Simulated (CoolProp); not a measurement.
Properties of dodecamethylcyclohexasiloxane (D6) along the isobar 13.1 bar.

Model: reference Helmholtz-energy equation of state, Colonna 2008, in CoolProp. It is a short technical equation, of lower accuracy than the large ones.

```json
[
 {"T (K)": "361.3", "phase": "liquid", "density (kg/m³)": "?", "cv (kJ/(kg K))": "1.534", "Joule-Thomson coefficient (K/MPa)": "-0.3676", "isothermal compressibility (1/MPa)": "0.003689", "fugacity coefficient": "0.0003425"},
 {"T (K)": "383.9", "phase": "liquid", "density (kg/m³)": "878.0", "cv (kJ/(kg K))": "1.577", "Joule-Thomson coefficient (K/MPa)": "?", "isothermal compressibility (1/MPa)": "0.004279", "fugacity coefficient": "0.001129"},
 {"T (K)": "406.4", "phase": "liquid", "density (kg/m³)": "852.9", "cv (kJ/(kg K))": "1.620", "Joule-Thomson coefficient (K/MPa)": "-0.3049", "isothermal compressibility (1/MPa)": "0.005000", "fugacity coefficient": "?"},
 {"T (K)": "429", "phase": "liquid", "density (kg/m³)": "827.2", "cv (kJ/(kg K))": "1.663", "Joule-Thomson coefficient (K/MPa)": "-0.2669", "isothermal compressibility (1/MPa)": "0.005905", "fugacity coefficient": "0.007427"},
 {"T (K)": "451.6", "phase": "liquid", "density (kg/m³)": "?", "cv (kJ/(kg K))": "1.705", "Joule-Thomson coefficient (K/MPa)": "-0.2222", "isothermal compressibility (1/MPa)": "0.007061", "fugacity coefficient": "0.01573"},
 {"T (K)": "474.2", "phase": "liquid", "density (kg/m³)": "773.8", "cv (kJ/(kg K))": "1.745", "Joule-Thomson coefficient (K/MPa)": "-0.1678", "isothermal compressibility (1/MPa)": "0.008579", "fugacity coefficient": "0.03010"},
 {"T (K)": "496.8", "phase": "liquid", "density (kg/m³)": "745.5", "cv (kJ/(kg K))": "1.785", "Joule-Thomson coefficient (K/MPa)": "-0.09872", "isothermal compressibility (1/MPa)": "0.01064", "fugacity coefficient": "0.05286"},
 {"T (K)": "519.4", "phase": "liquid", "density (kg/m³)": "715.6", "cv (kJ/(kg K))": "1.823", "Joule-Thomson coefficient (K/MPa)": "-0.007073", "isothermal compressibility (1/MPa)": "0.01356", "fugacity coefficient": "0.08624"},
 {"T (K)": "542", "phase": "liquid", "density (kg/m³)": "683.6", "cv (kJ/(kg K))": "1.859", "Joule-Thomson coefficient (K/MPa)": "?", "isothermal compressibility (1/MPa)": "0.01794", "fugacity coefficient": "0.1320"},
 {"T (K)": "564.5", "phase": "liquid", "density (kg/m³)": "648.6", "cv (kJ/(kg K))": "1.894", "Joule-Thomson coefficient (K/MPa)": "0.3121", "isothermal compressibility (1/MPa)": "0.02494", "fugacity coefficient": "0.1909"},
 {"T (K)": "587.1", "phase": "liquid", "density (kg/m³)": "608.9", "cv (kJ/(kg K))": "1.929", "Joule-Thomson coefficient (K/MPa)": "0.6237", "isothermal compressibility (1/MPa)": "0.03742", "fugacity coefficient": "0.2631"},
 {"T (K)": "609.7", "phase": "liquid", "density (kg/m³)": "561.8", "cv (kJ/(kg K))": "?", "Joule-Thomson coefficient (K/MPa)": "1.193", "isothermal compressibility (1/MPa)": "0.06301", "fugacity coefficient": "0.3468"}
]
```

### Question
Fill in the missing entries.

### Answer

- 361.3, density (kg/m³): 902.8
- 383.9, Joule-Thomson coefficient (K/MPa): -0.3379
- 406.4, fugacity coefficient: 0.003107
- 451.6, density (kg/m³): 800.9
- 542, Joule-Thomson coefficient (K/MPa): 0.1212
- 609.7, cv (kJ/(kg K)): 1.962
